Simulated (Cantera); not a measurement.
A freely propagating, adiabatic, planar premixed flame of CH4 : CO : O2 : N2 = 1 : 0.16 : 2.08 : 9.57 (molar parts), equivalence ratio 1.0, unburnt at 500 K and 0.230 bar; mixture-averaged transport, grid criteria slope 0.08 and curve 0.16, no radiation.

Computed with Cantera and GRI-Mech 3.0 (53 species, 325 reactions). Burning velocities carry a grid error of a few per cent, more on coarse grids.

Q: How do the results move with these cheaper or finer settings: unity-Lewis-number transport; multicomponent transport; multicomponent+Soret transport; grid criteria slope 0.5, curve 1; grid criteria slope 0.25, curve 0.5; grid criteria slope 0.03, curve 0.06?

A: 
```tsv
setting	laminar burning velocity	thermal thickness	peak x(H)	peak x(HCO)	grid points
as above	99.2 cm/s	1.52 mm	0.0119	5.84e-5	150
unity-Lewis-number transport	66.0 cm/s	1.84 mm	0.0141	4.65e-5	140
multicomponent transport	99.2 cm/s	1.54 mm	0.0119	5.84e-5	150
multicomponent+Soret transport	98.1 cm/s	1.54 mm	0.0119	5.81e-5	150
grid criteria slope 0.5, curve 1	111 cm/s	1.70 mm	0.0128	5.86e-5	52
grid criteria slope 0.25, curve 0.5	103 cm/s	1.59 mm	0.0122	5.84e-5	76
grid criteria slope 0.03, curve 0.06	97.8 cm/s	1.51 mm	0.0117	5.80e-5	370
```
The base run took roughly 70 core-seconds.
Unity Lewis numbers drop preferential diffusion, which matters most where H2 and H carry the flame; Soret adds thermal diffusion.
